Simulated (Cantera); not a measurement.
Thermodynamics of carbon deposition, reforming and gasification, feed CH₄ + NH₃ + N₂

Input: 1 mol CH₄, 0.91 mol NH₃, 29 mol N₂, equilibrated at 0.390 Torr.

Method: chemical equilibrium by Gibbs-energy minimisation in Cantera with the NASA 1993 tables (ideal gas, pure condensed phases). Candidate condensed phases: C, C₆H₆, C₇H₈, C₈H₁₈; 92 gas species. The numbers say what is thermodynamically allowed, not how fast it happens.

From 848 K to 2498 K the condensed part is C(graphite). From 2648 K to 2798 K nothing is condensed. The main C-bearing gas is CH₄ at 848 K and CN at 2798 K.

```csv
T (K),x N₂,x H,x H₂,x CN,x HCN,x C,x C₃,x HNC,n C(graphite)
848,0.897,2.67e-10,0.103,<1e-12,8.87e-8,<1e-12,<1e-12,3.54e-11,1.000
998,0.897,3.02e-8,0.103,<1e-12,1.52e-6,<1e-12,<1e-12,2.22e-9,1.000
1148,0.897,1.01e-6,0.103,<1e-12,1.24e-5,<1e-12,<1e-12,4.69e-8,1.000
1298,0.897,1.50e-5,0.102,1.61e-11,6.16e-5,<1e-12,<1e-12,4.87e-7,0.998
1448,0.897,0.000129,0.102,1.07e-9,0.000219,<1e-12,<1e-12,3.10e-6,0.993
1598,0.897,0.000745,0.102,3.24e-8,0.000611,1.13e-12,<1e-12,1.39e-5,0.979
1748,0.895,0.00317,0.100,5.40e-7,0.00142,1.17e-10,4.28e-11,4.76e-5,0.951
1898,0.891,0.0106,0.0952,5.74e-6,0.00281,5.77e-9,3.76e-9,0.000131,0.900
2048,0.882,0.0285,0.0842,4.29e-5,0.00483,1.61e-7,1.69e-7,0.000299,0.822
2198,0.866,0.0620,0.0644,0.000241,0.00707,2.83e-6,4.46e-6,0.000557,0.721
2348,0.844,0.107,0.0388,0.00108,0.00854,3.46e-5,7.66e-5,0.000830,0.609
2498,0.823,0.145,0.0175,0.00403,0.00846,0.000311,0.000927,0.000988,0.379
2648,0.806,0.166,0.00666,0.00929,0.00528,0.00157,0.00310,0.000726,0
2798,0.799,0.177,0.00246,0.0124,0.00206,0.00418,0.00227,0.000327,0
```
x: gas mole fraction; n: condensed amount in mol.
